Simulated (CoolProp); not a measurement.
Vapour-liquid equilibrium of benzene (1) + toluene (2) at 465.2 K; x and y are mole fractions of (1).

Model: multi-fluid Helmholtz-energy mixture model, Thol 2012 and Lemmon 2006; pair parameters Bell 2016, in CoolProp.

```
x     bubble pressure, mixture model (MPa)  bubble pressure, Raoult's law (MPa)  y, mixture model  y, Raoult's law
----  ------------------------------------  -----------------------------------  ----------------  ---------------
0.05                                0.6779                               0.6804             0.083            0.093
0.2                                 0.7639                               0.7723             0.300            0.327
0.35                                0.8524                               0.8642             0.479            0.511
0.5                                 0.9431                               0.9560             0.630            0.660
0.65                                 1.036                                1.048             0.759            0.783
0.8                                  1.131                                1.140             0.871            0.886
0.95                                 1.229                                1.232             0.970            0.974
```

The largest gap from Raoult's law is -1.4 % in bubble pressure, at x = 0.35. No azeotrope shows between x = 0.05 and 0.95.

Pair parameters are fitted to limited data, so mixtures are less certain than the pure fluids.
